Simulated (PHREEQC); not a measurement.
A solution holds 0.1 mol FeSO4, 0.00047 mol CaCl2 and 0.16 mol HCl per kg of water, at 25 °C. Closed to the air; pH follows from the charge balance.

Model: ion-association model, phreeqc.dat, run in PHREEQC.

The pH is 1.12. The ionic strength comes out as 0.341 mol/kgw and the activity of water is 0.993. The density is 1.014 g/cm³. The total alkalinity is -160 meq/kg.

```json
[
 {"species": "Cl-", "molality": "0.157", "activity": "0.106", "log γ": "-0.170"},
 {"species": "H+", "molality": "0.0972", "activity": "0.0756", "log γ": "-0.109"},
 {"species": "Fe+2", "molality": "0.0685", "activity": "0.0191", "log γ": "-0.554"},
 {"species": "HSO4-", "molality": "0.0510", "activity": "0.0373", "log γ": "-0.136"},
 {"species": "SO4-2", "molality": "0.0212", "activity": "0.00507", "log γ": "-0.621"},
 {"species": "FeSO4", "molality": "0.0159", "activity": "0.0173", "log γ": "0.034"},
 {"species": "FeHSO4+", "molality": "0.0117", "activity": "0.00858", "log γ": "-0.136"}
]
```

This is a speciation only: nothing precipitates in the calculation. Complexes and solids missing from the database can't appear.
